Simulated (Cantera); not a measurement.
# NO annealing gas

A perfectly stirred reactor is fed with NO : N2 = 1 : 1.1 (molar parts), at 10.00 Torr; it is held at 2023 K, and followed from long to short residence time.

Detailed kinetics in Cantera: GRI-Mech 3.0 (53 species, 325 reactions). Radical loss at walls, strong at low pressure, is not modelled.

| τ (s) | x NO | x N2 | x O | x N2O | x NO2 |
|---|---|---|---|---|---|
| 1.6 | 0.427 | 0.548 | 0.00132 | 5.68e-5 | 2.65e-5 |
| 0.51 | 0.463 | 0.530 | 0.000880 | 7.34e-5 | 1.60e-5 |
| 0.16 | 0.473 | 0.525 | 0.000572 | 7.70e-5 | 1.03e-5 |
| 0.051 | 0.475 | 0.524 | 0.000277 | 6.65e-5 | 5.67e-6 |
| 0.016 | 0.476 | 0.524 | 8.70e-5 | 4.05e-5 | 1.83e-6 |
| 0.0052 | 0.476 | 0.524 | 2.47e-5 | 1.79e-5 | 3.87e-7 |
| 0.0017 | 0.476 | 0.524 | 7.41e-6 | 6.61e-6 | 6.16e-8 |
x: mole fraction; the columns are a selection and need not sum to one.
